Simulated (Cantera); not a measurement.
Gas mixture: 26.8 % C3H8, 28.9 % H2, 27.1 % N2, 17.1 % H2O, at 100.0 Torr, frozen composition.

Cantera's kinetic-theory transport with the Lennard-Jones parameters of GRI-Mech 3.0, ideal gas; thermal conductivity in the mixture-averaged form. Polar gases are described roughly by these parameters. The composition is frozen, though it would react at the higher temperatures.

D: mixture-averaged diffusion coefficient of that species in the mixture.

```tsv
T (K)	ρ (kg/m³)	cp (J/kg/K)	μ (µPa s)	λ (mW/m/K)	Pr	D (cm²/s) H2O	D (cm²/s) O	D (cm²/s) OH
400	0.0925	…	15.0	66.7	0.462	2.86	4.14	4.06
550	0.0673	…	19.5	89.9	0.519	5.25	7.21	7.08
700	0.0529	…	23.7	113	0.560	8.22	10.9	10.7
850	0.0436	2898	27.5	135	0.590	11.7	15.2	14.9
1000	0.0370	3096	31.0	157	0.611	15.6	19.9	19.6
1150	0.0322	3247	34.4	179	0.622	19.9	25.2	24.7
1300	0.0285	3381	37.5	201	0.632	24.7	30.9	30.3
1450	0.0255	3499	40.5	222	0.639	29.8	37.1	36.4
1600	0.0231	3603	43.4	243	0.644	35.3	43.7	42.9
```

Task: Complete the blanks.

Result: 
- 400, cp (J/kg/K): 2058
- 550, cp (J/kg/K): 2385
- 700, cp (J/kg/K): 2663
